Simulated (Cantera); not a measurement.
A Cantera script and what it prints.

```python
import numpy as np
import cantera as ct

gas_names = [...]  # 123 gases of nasa_gas.yaml made of C, H, O, Si
cond_names = """
    C(gr) C6H6(L) C7H8(L) C8H18(L),n-octa H2O(s) H2O(L) Si(cr) Si(L) SiC(b) SiO2(Lqz) SiO2(hqz) SiO2(L)
""".split()


# ... load() reads the species with a 1 bar reference pressure and builds the phases ...
atoms = {
    'HMDSO': {'Si': 2, 'C': 6, 'H': 18, 'O': 1},
    'CO2': {'C': 1, 'O': 2},
    'H2': {'H': 2},
}
top_T = {'C(gr)': 4500, 'SiC(b)': 3050}  # K; cautious upper limits of use, not melting points


# ... equilibrate(T, P, feed) seeds the gas with the atoms and calls Mixture.equilibrate('TP', solver="vcs", rtol=1e-11, max_steps=5000) ...
results = []
feed = {'HMDSO': 1, 'CO2': 0.48, 'H2': 2.3}  # mol
T = 1700  # K
P = 1000  # Pa
mix = equilibrate(T, P, feed)
results.append((T, P, feed, dict(zip(mix.species_names, mix.species_moles))))
x = sorted(zip(gas.X, gas.species_names), reverse=True)
print(f"T = {T:g} K  P = {P:g} Pa  gas = {mix.phase_moles(0):.4g} mol")
print("   x: " + "  ".join(f"{s} {v:.3e}" for v, s in x if v > 1e-05))
print("   condensed (mol): " + ("  ".join(f"{mix.phase(i).name} {mix.phase_moles(i):.4g}"
      for i in range(1, mix.n_phases) if mix.phase_moles(i) > 1e-12) or "none"))
```

Result:

```
T = 1700 K  P = 1000 Pa  gas = 13.27 mol
   x: H2 8.509e-01  CO 1.471e-01  H 1.359e-03  SiO 6.022e-04  C2H2,acetylene 6.245e-05
   condensed (mol): C(gr) 2.534  SiC(b) 1.992
```

Method: chemical equilibrium by Gibbs-energy minimisation in Cantera with the NASA 1993 tables (ideal gas, pure condensed phases). The feed counts by its element totals alone.
